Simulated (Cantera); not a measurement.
A freely propagating, adiabatic, planar premixed flame of 26.8 % H₂, 13.4 % O₂, 50.4 % N₂, 9.38 % H₂O, equivalence ratio 1.0, unburnt at 500 K and 113 Torr; mixture-averaged transport, grid criteria slope 0.08 and curve 0.16, no radiation.

Detailed kinetics in Cantera: the H2/O2 subset of GRI-Mech 3.0, which has no nitrogen chemistry. Burning velocities carry a grid error of a few per cent, more on coarse grids.

Question: Predict: laminar burning velocity; thermal thickness; peak x(O); peak x(H₂O₂); peak x(H).

Answer: laminar burning velocity: 399 cm/s
thermal thickness: 4.97 mm
peak x(O): 0.0104
peak x(H₂O₂): 7.86e-6
peak x(H): 0.0629
